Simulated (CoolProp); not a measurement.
R141b along the isotherm 291.9 K: fugacity coefficient from the reference equation and from simpler models built on Tc = 477.5 K, pc = 4212 kPa, ω = 0.220; each cubic takes its own stable root.

Values from CoolProp's reference Helmholtz-energy equation of state, Lemmon 2006. It is a short technical equation, of lower accuracy than the large ones.

```json
[
 {"p (kPa)": "132", "phase": "liquid", "reference": "0.4579", "van der Waals": "0.9710", "Redlich-Kwong": "0.7677", "Soave-Redlich-Kwong": "0.4596", "Peng-Robinson": "0.4670"},
 {"p (kPa)": "263", "phase": "liquid", "reference": "0.2310", "van der Waals": "0.9423", "Redlich-Kwong": "0.3875", "Soave-Redlich-Kwong": "0.2320", "Peng-Robinson": "0.2355"},
 {"p (kPa)": "395", "phase": "liquid", "reference": "0.1546", "van der Waals": "0.9132", "Redlich-Kwong": "0.2595", "Soave-Redlich-Kwong": "0.1553", "Peng-Robinson": "0.1576"},
 {"p (kPa)": "526", "phase": "liquid", "reference": "0.1167", "van der Waals": "0.7102", "Redlich-Kwong": "0.1960", "Soave-Redlich-Kwong": "0.1173", "Peng-Robinson": "0.1189"},
 {"p (kPa)": "658", "phase": "liquid", "reference": "0.09375", "van der Waals": "0.5725", "Redlich-Kwong": "0.1575", "Soave-Redlich-Kwong": "0.09427", "Peng-Robinson": "0.09553"},
 {"p (kPa)": "790", "phase": "liquid", "reference": "0.07849", "van der Waals": "0.4808", "Redlich-Kwong": "0.1320", "Soave-Redlich-Kwong": "0.07895", "Peng-Robinson": "0.07996"},
 {"p (kPa)": "921", "phase": "liquid", "reference": "0.06767", "van der Waals": "0.4159", "Redlich-Kwong": "0.1138", "Soave-Redlich-Kwong": "0.06810", "Peng-Robinson": "0.06892"},
 {"p (kPa)": "1050", "phase": "liquid", "reference": "0.05965", "van der Waals": "0.3678", "Redlich-Kwong": "0.1004", "Soave-Redlich-Kwong": "0.06006", "Peng-Robinson": "0.06075"},
 {"p (kPa)": "1180", "phase": "liquid", "reference": "0.05334", "van der Waals": "0.3300", "Redlich-Kwong": "0.08985", "Soave-Redlich-Kwong": "0.05373", "Peng-Robinson": "0.05432"},
 {"p (kPa)": "1320", "phase": "liquid", "reference": "0.04795", "van der Waals": "0.2976", "Redlich-Kwong": "0.08080", "Soave-Redlich-Kwong": "0.04832", "Peng-Robinson": "0.04881"},
 {"p (kPa)": "1450", "phase": "liquid", "reference": "0.04387", "van der Waals": "0.2731", "Redlich-Kwong": "0.07397", "Soave-Redlich-Kwong": "0.04423", "Peng-Robinson": "0.04465"},
 {"p (kPa)": "1580", "phase": "liquid", "reference": "0.04046", "van der Waals": "0.2527", "Redlich-Kwong": "0.06826", "Soave-Redlich-Kwong": "0.04081", "Peng-Robinson": "0.04117"},
 {"p (kPa)": "1710", "phase": "liquid", "reference": "0.03757", "van der Waals": "0.2354", "Redlich-Kwong": "0.06343", "Soave-Redlich-Kwong": "0.03791", "Peng-Robinson": "0.03823"},
 {"p (kPa)": "1840", "phase": "liquid", "reference": "0.03509", "van der Waals": "0.2206", "Redlich-Kwong": "0.05928", "Soave-Redlich-Kwong": "0.03543", "Peng-Robinson": "0.03570"},
 {"p (kPa)": "1970", "phase": "liquid", "reference": "0.03294", "van der Waals": "0.2077", "Redlich-Kwong": "0.05568", "Soave-Redlich-Kwong": "0.03327", "Peng-Robinson": "0.03350"},
 {"p (kPa)": "2110", "phase": "liquid", "reference": "0.03092", "van der Waals": "0.1957", "Redlich-Kwong": "0.05230", "Soave-Redlich-Kwong": "0.03124", "Peng-Robinson": "0.03144"}
]
```

At some of these states van der Waals gives the other phase, because its saturation line lies elsewhere.
